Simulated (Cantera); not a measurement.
## Ignition delay

Mixture: H₂ : O₂ : N₂ = 1 : 0.617 : 2.32 (molar parts), equivalence ratio 0.81, at 37.0 bar, adiabatic and at constant volume. Ignition delay is the time to a rise of 400 K.

Cantera simulation using the H2/O2 subset of GRI-Mech 3.0, which has no nitrogen chemistry; the numbers are that mechanism's predictions, not measurements. The hydrogen kinetics of GRI-Mech 3.0 are dated; newer H2 mechanisms differ, most at raised pressure. The pressure lies above the range GRI-Mech 3.0 was tuned for (to about 10 atm).

| T0 (K) | delay (ms) |
|---|---|
| 950 | 14.0 |
| 1050 | 1.58 |
| 1150 | 0.253 |
| 1250 | 0.0491 |
| 1350 | 0.00963 |
| 1450 | 0.00157 |

The apparent activation energy between 1250 and 1450 K is 260 kJ/mol.
